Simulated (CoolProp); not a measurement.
R1234yf at several states: density (kg/m³) from the reference equation and from simpler models built on Tc = 367.8 K, pc = 3.384 MPa, ω = 0.276; each cubic takes its own stable root.

Computed with CoolProp (reference Helmholtz-energy equation of state, Lemmon 2022).

| T (K) | p (MPa) | phase | reference |
|---|---|---|---|
| 177.7 | 0.744 | liquid | 1436 |
| 144.5 | 0.145 | liquid | 1519 |
| 310.2 | 3.05 | liquid | 1065 |

Problem. How far does each simpler model (Redlich-Kwong, Soave-Redlich-Kwong, Peng-Robinson) lie from the reference over these 3 states: mean and median of the absolute difference, and the worst?

Solution. 
- Redlich-Kwong: mean 14.7 %, median 14.2 %, worst -16.5 % at 310.2 K and 3.05 MPa
- Soave-Redlich-Kwong: mean 12.4 %, median 12.5 %, worst -13.1 % at 144.5 K and 0.145 MPa
- Peng-Robinson: mean 1.4 %, median 0.9 %, worst -2.6 % at 144.5 K and 0.145 MPa
